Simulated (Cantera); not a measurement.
A closed system holds: 1 mol CH3SiH3, 72 mol H2, equilibrated at 2500 K and 0.0100 bar.

Equilibrium computed with Cantera from the NASA thermochemical tables; the gas is ideal and each condensed phase is pure. Candidate condensed phases: C, C6H6, C7H8, C8H18, Si, SiC; 87 gas species. The feed counts by its element totals alone. Gases not in the tables: Si2H6 and higher silanes. The numbers say what is thermodynamically allowed, not how fast it happens.

Base state: H2 0.764, H 0.220, Si 0.00993, C2H2 (acetylene) 0.00431, SiC2 0.00134, SiH 0.000229, Si2C 8.96e-5, C2H 8.91e-5 (mole fractions); condensed: gas only.

Q: What changes in the equilibrium state with this change: H2 from 72 to 19 mol?

A: 
```tsv
species	before	after
H2	0.764	0.738
H	0.220	0.216
Si	0.00993	0.0286
SiC2	0.00134	0.00741
Si2C	8.96e-5	0.00103
Si2	5.55e-6	4.59e-5
C(graphite), mol	0	0.163
```

Q: What changes in the equilibrium state with this change: H2 from 72 to 1900 mol?

A: 
| species | before | after |
|---|---|---|
| H2 | 0.764 | 0.778 |
| H | 0.220 | 0.222 |
| Si | 0.00993 | 0.000452 |
| C2H2 (acetylene) | 0.00431 | 0.000223 |
| Si2C | 8.96e-5 | 4.19e-8 |
| SiC2 | 0.00134 | 3.11e-6 |
| C4H2 | 1.01e-5 | 2.64e-8 |
| C3 | 1.87e-5 | 2.14e-7 |

Q: What changes in the equilibrium state with this change: pressure from 0.0100 bar to 0.390 bar?

A: 
```
species       before    after
-----------  -------  -------
H2             0.764    0.950
H              0.220   0.0392
Si           0.00993  0.00512
C3           1.87e-5  2.36e-7
C            1.20e-5  2.43e-7
SiC(s), mol        0    0.355
```
